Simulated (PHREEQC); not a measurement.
**Copper plating or etch bath (model solution)**

Solution (20 °C): 0.015 mol CuSO4, 3.2e-05 mol HBF4 and 0.0021 mol FeCl3 per kg of water. Closed to the air; pH follows from the charge balance.

Equilibrium calculation in PHREEQC: ion-association model, phreeqc.dat.

| Quantity | Value |
|---|---|
| pH | 3.27 |
| ionic strength | 0.0451 mol/kgw |
| total alkalinity | -4.33 meq/kg |

```
species   molality  activity   log γ
--------  --------  --------  ------
Cu+2        0.0105   0.00524  -0.303
SO4-2      0.00899   0.00430  -0.321
Cl-        0.00622   0.00512  -0.085
CuSO4      0.00439   0.00444   0.005
FeSO4+     0.00116  0.000962  -0.080
H+        0.000626  0.000538  -0.066
FeOH+2    0.000423  0.000203  -0.319
HSO4-     0.000244  0.000202  -0.082
Fe(OH)2+  0.000123  0.000103  -0.078
```

No solid was allowed to form. The solution is supersaturated, for example in Fe(OH)3(a), Hematite (slow to form), so a real one may precipitate; this is no full list. Complexes and solids missing from the database can't appear. Real BF4- forms and hydrolyses slowly; the run takes it at equilibrium. Fluoro complexes past AlF4- and FeF3 are missing from the database.
